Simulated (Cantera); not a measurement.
Input: 1 mol toluene, 1.4 mol NH3, 31 mol N2, equilibrated at 94.0 bar.

Equilibrium computed with Cantera from the NASA thermochemical tables; the gas is ideal and each condensed phase is pure. Candidate condensed phases: C, C6H6, C7H8, C8H18; 92 gas species. The ideal-gas law is rough above about 30 bar. Equilibrium is a limit: real reactors are often held back by kinetics, nucleation or transport.

Problem. At 2723 K, list the 4 most abundant gas species with their mole fractions, and the condensed phases.

Solution. N2 0.815, H2 0.134, HCN 0.0390, HNC 0.00577. Condensed: C(graphite).
